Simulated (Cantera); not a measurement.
Charge: 1 mol Al2O3, a varied amount of Cl2, 3 mol N2, held at 1425 K and 10.0 mbar.

Method: chemical equilibrium by Gibbs-energy minimisation in Cantera with the NASA 1993 tables (ideal gas, pure condensed phases). Candidate condensed phases: Al, AlCl3, AlN, Al2O3; 24 gas species. Kinetics and transport are ignored.

Problem. At 0.2 mol Cl2, list the 6 most abundant gas species with their mole fractions, and the condensed phases.

Solution. N2 0.909, Cl 0.0594, Cl2 0.0299, AlCl3 0.000709, O2 0.000507, NO 4.39e-5. Condensed: Al2O3(s).
